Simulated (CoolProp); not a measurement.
Vapour-liquid equilibrium of 1-butene (1) + n-perfluorobutane (2) at 340 K; x and y are mole fractions of (1).

Model: multi-fluid Helmholtz-energy mixture model, Lemmon 2005 and Gao 2022; pair parameters Bell 2016, in CoolProp.

| x | bubble pressure, mixture model (kPa) | bubble pressure, Raoult's law (kPa) | y, mixture model | y, Raoult's law |
|---|---|---|---|---|
| 0.05 | 927.9 | 853.6 | 0.106 | 0.052 |
| 0.125 | 1047 | 856.8 | 0.241 | 0.130 |
| 0.2 | 1157 | 860.0 | 0.347 | 0.208 |
| 0.275 | 1247 | 863.2 | 0.427 | 0.285 |
| 0.35 | 1311 | 866.4 | 0.486 | 0.361 |
| 0.425 | 1352 | 869.6 | 0.528 | 0.437 |
| 0.5 | 1373 | 872.8 | [?] | 0.512 |
| 0.575 | 1379 | 876.0 | [?] | 0.587 |
| 0.65 | [?] | 879.2 | 0.601 | 0.661 |
| 0.725 | 1366 | 882.4 | 0.618 | 0.735 |
| 0.8 | 1340 | 885.6 | 0.641 | 0.808 |
| 0.875 | 1275 | 888.8 | 0.689 | 0.880 |
| 0.95 | 1109 | 892.0 | 0.807 | 0.952 |

Question: Some entries are withheld; supply them.

Answer: 
- 0.5, y, mixture model: 0.560
- 0.575, y, mixture model: 0.583
- 0.65, bubble pressure, mixture model (kPa): 1376

The largest gap from Raoult's law is +57.4 % in bubble pressure, at x = 0.575. y crosses x between x = 0.575 and 0.65: the model has an azeotrope there.

The pair parameters rest on a limited set of measurements; away from them the model extrapolates. With so large a gap from Raoult's law the liquid may split in two, which this calculation doesn't test in full.
